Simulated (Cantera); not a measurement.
Feed: 1 mol FeS2, 130 mol H2, 0.081 mol H2O, held at 1900 °C and 0.133 bar.

Equilibrium computed with Cantera from the NASA thermochemical tables; the gas is ideal and each condensed phase is pure. Candidate condensed phases: Fe, FeO, Fe(OH)2, Fe(OH)3, FeS, FeSO4, FeS2, Fe2O3, Fe2(SO4)3, Fe3O4, H2O, H2SO4, S; 22 gas species. The numbers say what is thermodynamically allowed, not how fast it happens.

Base state: H2 0.966, H 0.0130, Fe 0.00754, H2S 0.00587, SH 0.00435, S2 0.00189, S 0.00108, H2O 0.000606 (mole fractions); condensed: gas only.

Task: What changes in the equilibrium state with this change: temperature from 1900 °C to 1775 °C?

Result: 
```tsv
species	before	after
H2	0.966	0.975
H2S	0.00587	0.00781
H	0.0130	0.00606
Fe	0.00754	0.00463
S	0.00108	0.000501
SH	0.00435	0.00331
Fe(l), mol	0	0.390
```
